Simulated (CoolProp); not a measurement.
R245ca at several states: fugacity coefficient from the reference equation and from simpler models built on Tc = 447.6 K, pc = 3941 kPa, ω = 0.355; each cubic takes its own stable root.

Computed with CoolProp (reference Helmholtz-energy equation of state, Zhou 2016).

```csv
T (K),p (kPa),phase,reference,Redlich-Kwong,Soave-Redlich-Kwong
361.9,6430,liquid,0.1182,0.1708,0.1232
256.9,3210,liquid,0.005185,0.01770,0.005299
359.7,323,gas,0.9384,0.9486,0.9429
256.5,49.3,liquid,0.2890,0.9747,0.2921
308.3,7970,liquid,0.02354,0.04865,0.02423
```
